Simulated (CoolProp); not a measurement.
A closed Brayton cycle with carbon dioxide: compressor inlet 329.15 K and 9.7 MPa, high pressure 20.2 MPa, turbine inlet 870 K, compressor efficiency 0.85, turbine efficiency 0.85, recuperator effectiveness 0.8 (on enthalpy, no pinch check). Each further row changes one setting.

The numbers come from the reference Helmholtz-energy equation of state, Span 1996 in CoolProp.

| case | thermal efficiency (%) | net work (kJ/kg) | compressor to turbine work | compressor exit (K) | turbine exit (K) |
|---|---|---|---|---|---|
| as stated | 24.7 | 65.4 | 0.34 | 385.0 | 783.0 |
| turbine inlet 820 K | 23.9 | 59.1 | 0.36 | 385.0 | 736.0 |
| compressor inlet 339.15 K | 24.0 | 59.9 | 0.39 | 401.6 | 783.0 |
| high pressure 17.2 MPa | 21.8 | 53.0 | 0.32 | 372.6 | 801.7 |
| recuperator effectiveness 0.5 | 16.1 | 65.4 | 0.34 | 385.0 | 783.0 |
